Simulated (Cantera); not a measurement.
A closed system holds: 1 mol Si3N4, 0.01 mol O2, 220 mol N2, held at 0.133 bar.

Cantera equilibrium calculation (NASA polynomials, part measured and part estimated; ideal gas, pure solids and liquids). Candidate condensed phases: Si, SiO2, Si2N2O, Si3N4; 16 gas species. Mutual solubility and eutectic melting of coexisting phases are not modelled. Rates play no part.

Q: What share of the Si ends up in condensed phases as a function of T (°C), at 727, 927, 1127, 1327, 1527, 1727, 1927?

A: 
```json
[
 {"T (°C)": "727", "Si condensed (%)": "100.0", "as": "Si2N2O(s) + Si3N4(s)"},
 {"T (°C)": "927", "Si condensed (%)": "100.0", "as": "Si2N2O(s) + Si3N4(s)"},
 {"T (°C)": "1127", "Si condensed (%)": "100.0", "as": "Si2N2O(s) + Si3N4(s)"},
 {"T (°C)": "1327", "Si condensed (%)": "99.9", "as": "Si2N2O(s) + Si3N4(s)"},
 {"T (°C)": "1527", "Si condensed (%)": "99.3", "as": "Si3N4(s)"},
 {"T (°C)": "1727", "Si condensed (%)": "96.0", "as": "Si(l)"},
 {"T (°C)": "1927", "Si condensed (%)": "73.9", "as": "Si(l)"}
]
```
